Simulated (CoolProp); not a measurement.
Vapour-liquid equilibrium of methanol (1) + dimethyl carbonate (2) at 560 kPa; x and y are mole fractions of (1).

The numbers come from the multi-fluid Helmholtz-energy mixture model, de Reuck 1993 and Zhou 2011; pair parameters Bell 2016 in CoolProp.

| x | bubble temperature, mixture model (°C) | bubble temperature, Raoult's law (°C) | y, mixture model | y, Raoult's law |
|---|---|---|---|---|
| 0.05 | 146.9 | 151.2 | 0.187 | 0.128 |
| 0.15 | 136.0 | 144.6 | 0.409 | 0.328 |
| 0.25 | ? | 139.2 | ? | 0.477 |
| 0.35 | 124.7 | 134.6 | 0.620 | 0.594 |
| 0.45 | 121.7 | 130.7 | 0.681 | 0.689 |
| 0.55 | 119.5 | 127.2 | 0.731 | 0.767 |
| 0.65 | 117.8 | 124.1 | 0.776 | 0.832 |
| 0.75 | 116.6 | 121.2 | 0.824 | 0.889 |
| 0.85 | 115.7 | 118.7 | 0.879 | 0.938 |
| 0.95 | ? | 116.4 | 0.952 | 0.980 |

**Question.** Fill in the missing entries.

**Answer.** 
- 0.25, bubble temperature, mixture model (°C): 129.2
- 0.25, y, mixture model: 0.537
- 0.95, bubble temperature, mixture model (°C): 115.2

The largest gap from Raoult's law is -10.0 K in bubble temperature, at x = 0.25. No azeotrope shows between x = 0.05 and 0.95.

The pair parameters rest on a limited set of measurements; away from them the model extrapolates.
